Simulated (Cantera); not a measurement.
Cantera run:

```python
import numpy as np
import cantera as ct

gas_names = """
    AL ALCL ALCL2 ALCL3 ALH ALO ALOCL ALOH ALO2 ALO2H AL2 AL2CL6 AL2O AL2O2 CL CLO CL2 H HALO HCL HOCL
    HO2 H2 H2O H2O2 O OH O2 O3
""".split()
cond_names = """
    AL(cr) AL(L) ALCL3(s) ALCL3(L) AL2O3(a) AL2O3(L) H2O(s) H2O(L)
""".split()


# ... load() reads the species with a 1 bar reference pressure and builds the phases ...
atoms = {
    'Al2O3': {'AL': 2, 'O': 3},
    'HCl': {'H': 1, 'CL': 1},
}
top_T = {}  # K; cautious upper limits of use, not melting points


# ... equilibrate(T, P, feed) seeds the gas with the atoms and calls Mixture.equilibrate('TP', solver="vcs", rtol=1e-11, max_steps=5000) ...
results = []
feed = {'Al2O3': 1, 'HCl': 0.24}  # mol
P = 86000  # Pa
for T in [798, 898, 998, 1098, 1198, 1298, 1398, 1498, 1598, 1698]:
    mix = equilibrate(T, P, feed)
    results.append((T, P, feed, dict(zip(mix.species_names, mix.species_moles))))

top = {s: max(r[3][s] / sum(r[3][g] for g in gas_names) for r in results) for s in gas_names}
cols = sorted((s for s in top if top[s] > 0.0001), key=lambda s: -top[s])[:5]
seen = [c for c in cond_names if any(r[3].get(c, 0) > 1e-12 for r in results)]
print("log10 of partial pressures in bar; condensed amounts in mol")
print(f"{'T/K':>10s}" + "".join(f"{s[:9]:>10s}" for s in cols + seen))
for T, P, feed, n in results:
    ng = sum(n[g] for g in gas_names)
    print(f"{T:10.4g}" + "".join(f"{np.log10(max(n[s] / ng * P / 1e5, 1e-99)):10.3f}" for s in cols)
          + "".join(f"{n.get(c, 0):10.4g}" for c in seen))
```

It prints:

```
log10 of partial pressures in bar; condensed amounts in mol
       T/K       HCL       H2O     ALCL3        CL        H2  AL2O3(a)
       798    -0.066    -4.213    -4.389    -8.338    -6.573         1
       898    -0.066    -3.741    -3.917    -7.095    -5.883         1
       998    -0.066    -3.367    -3.543    -6.103    -5.321         1
      1098    -0.066    -3.063    -3.240    -5.297    -4.848    0.9999
      1198    -0.067    -2.813    -2.989    -4.633    -4.433    0.9999
      1298    -0.068    -2.604    -2.780    -4.082    -4.058    0.9998
      1398    -0.069    -2.427    -2.603    -3.621    -3.715    0.9997
      1498    -0.071    -2.276    -2.452    -3.229    -3.399    0.9995
      1598    -0.073    -2.146    -2.322    -2.893    -3.110    0.9993
      1698    -0.075    -2.033    -2.209    -2.601    -2.847    0.9991
```

Equilibrium computed with Cantera from the NASA thermochemical tables; the gas is ideal and each condensed phase is pure. Condensed phases not in the tables: AlOCl.
